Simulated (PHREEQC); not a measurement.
**Ultrapure water in contact with air or piping: speciation**

A made-up water analysis in mmol/kgw, 25 °C, pH 6.38, pe -0.2:

| constituent | mmol/kgw |
|---|---|
| Na | 0.0148 |
| K | 1.87e-05 |
| Ca | 0.0092 |
| Mg | 0.00547 |
| Cl | 0.00978 |
| S(6) | 0.00707 |
| Alkalinity (meq/kgw) | 0.0202 |
| Br | 0.000255 |
| Fe(2) | 0.000223 |
| Mn(2) | 0.000104 |
| F | 8.84e-05 |

Valence states are taken as typed.

The numbers come from PHREEQC with the ion-association model, phreeqc.dat.

Each row changes one thing in this solution. Precipitation was switched off in this run.

```csv
case,HCO3- (mol/kgw),CO2 (mol/kgw),CaSO4 (mol/kgw),MgSO4 (mol/kgw),CO3-2 (mol/kgw),CaHCO3+ (mol/kgw),SI of Siderite (FeCO3),SI of Rhodochrosite (MnCO3)
as made,2.06e-5,1.91e-5,1.07e-8,8.37e-9,2.38e-9,2.32e-9,-4.42,-4.51
all concentrations times 2 at the same typed pH,4.08e-5,3.77e-5,4.11e-8,3.21e-8,4.77e-9,9.05e-9,-3.83,-3.92
Fe(2) from 0.000223 to 0.000111 mmol/kgw,2.06e-5,1.91e-5,1.07e-8,8.37e-9,2.38e-9,2.32e-9,-4.72,-4.51
temperature from 25 to 45 °C at the same typed pH,2.05e-5,1.65e-5,1.22e-8,1.35e-8,3.23e-9,2.83e-9,-4.18,-4.31
pH from 6.38 to 5.5 at the same alkalinity,2.34e-5,0.000165,1.07e-8,8.35e-9,3.57e-10,2.64e-9,-5.24,-5.34
```

Species that the database lacks are ignored. Constants without temperature data keep their 25 °C values here. Fluoro complexes past AlF4- and FeF3 are missing from the database.
